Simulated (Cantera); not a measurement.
Cantera run, input and output.

```python
import numpy as np
import cantera as ct

gas = ct.Solution("gri30.yaml", transport_model="multicomponent")
show = ['N2', 'CH4', 'NH3']

rows = []
print(f"{'T/K':>7s}{'rho':>11s}{'cp':>10s}{'mu':>11s}{'lambda':>11s}{'Pr':>7s}" + "".join(f"{'D_' + s:>11s}" for s in show))
for T in [400, 500, 600, 700, 800, 900, 1000, 1100]:
    gas.TPX = T, 13332, {'CH4': 0.38, 'C2H2': 0.88}
    Pr = gas.cp_mass * gas.viscosity / gas.thermal_conductivity
    D = [gas.mix_diff_coeffs_mole[gas.species_index(s)] for s in show]
    rows.append([gas.density, gas.cp_mass, gas.viscosity, gas.thermal_conductivity, Pr, *D])
    print(f"{T:7g}{gas.density:11.4e}{gas.cp_mass:10.1f}{gas.viscosity:11.4e}"
          f"{gas.thermal_conductivity:11.4e}{Pr:7.3f}" + "".join(f"{d:11.4e}" for d in D))
print("SI units: kg/m3, J/kg/K, Pa s, W/m/K, m2/s")
```

Output:

```
    T/K        rho        cp         mu     lambda     Pr       D_N2      D_CH4      D_NH3
    400 9.2294e-02    2055.8 1.3837e-05 3.9418e-02  0.722 2.3053e-04 2.2789e-04 2.3933e-04
    500 7.3835e-02    2268.8 1.6593e-05 5.2182e-02  0.721 3.4106e-04 3.3996e-04 3.6677e-04
    600 6.1530e-02    2453.5 1.9101e-05 6.5093e-02  0.720 4.6741e-04 4.6852e-04 5.1563e-04
    700 5.2740e-02    2616.1 2.1420e-05 7.8022e-02  0.718 6.0849e-04 6.1233e-04 6.8408e-04
    800 4.6147e-02    2762.4 2.3589e-05 9.0924e-02  0.717 7.6342e-04 7.7045e-04 8.7068e-04
    900 4.1020e-02    2897.1 2.5638e-05 1.0383e-01  0.715 9.3154e-04 9.4213e-04 1.0743e-03
   1000 3.6918e-02    3024.3 2.7587e-05 1.1684e-01  0.714 1.1123e-03 1.1268e-03 1.2940e-03
   1100 3.3562e-02    3137.4 2.9451e-05 1.2960e-01  0.713 1.3052e-03 1.3238e-03 1.5290e-03
SI units: kg/m3, J/kg/K, Pa s, W/m/K, m2/s
```

Detailed kinetics in Cantera: GRI-Mech 3.0 (53 species, 325 reactions). The composition is frozen, though it would react at the higher temperatures.
